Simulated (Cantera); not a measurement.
**Adiabatic ignition**

An adiabatic, constant-pressure homogeneous reactor starts with CH3OH : O2 : N2 = 1 : 1.5 : 5.64 (molar parts), at 1175 K and 100000 Pa.

Detailed kinetics in Cantera: GRI-Mech 3.0 (53 species, 325 reactions). GRI-Mech 3.0 was tuned for natural gas; its chemistry of methanol as a main component is partial and can be far from experiment.

| t (s) | T (K) | x CH3OH | x O2 | x NO | x HCN | x H2O |
|---|---|---|---|---|---|---|
| 5.00e-6 | 1175 | 0.123 | 0.184 | <1e-12 | <1e-12 | 1.58e-8 |
| 2.10e-5 | 1175 | 0.123 | 0.184 | <1e-12 | <1e-12 | 6.74e-8 |
| 8.79e-5 | 1175 | 0.123 | 0.184 | <1e-12 | <1e-12 | 2.86e-7 |
| 0.000368 | 1175 | 0.123 | 0.184 | <1e-12 | <1e-12 | 1.21e-6 |
| 0.00154 | 1175 | 0.123 | 0.184 | <1e-12 | <1e-12 | 5.88e-6 |
| 0.00647 | 1175 | 0.123 | 0.184 | <1e-12 | <1e-12 | 0.000100 |
| 0.0271 | 2591 | <1e-12 | 0.0172 | 0.00630 | 4.42e-10 | 0.201 |
| 0.114 | 2590 | <1e-12 | 0.0170 | 0.00682 | 4.73e-10 | 0.201 |
| 0.477 | 2590 | <1e-12 | 0.0170 | 0.00682 | 4.73e-10 | 0.201 |
| 2.00 | 2590 | <1e-12 | 0.0170 | 0.00682 | 4.73e-10 | 0.201 |
x: mole fraction; the columns are a selection and need not sum to one.

| Property | Result |
|---|---|
| time of steepest temperature rise | 14.6 ms |
| temperature at 2.00 s | 2590 K |
| equilibrium temperature | 2590 K |
| x(CH3OH) at 2.00 s | <1e-12 (gas-phase equilibrium <1e-12) |
| x(O2) at 2.00 s | 0.0170 (gas-phase equilibrium 0.0170) |
| x(NO) at 2.00 s | 0.00682 (gas-phase equilibrium 0.00682) |
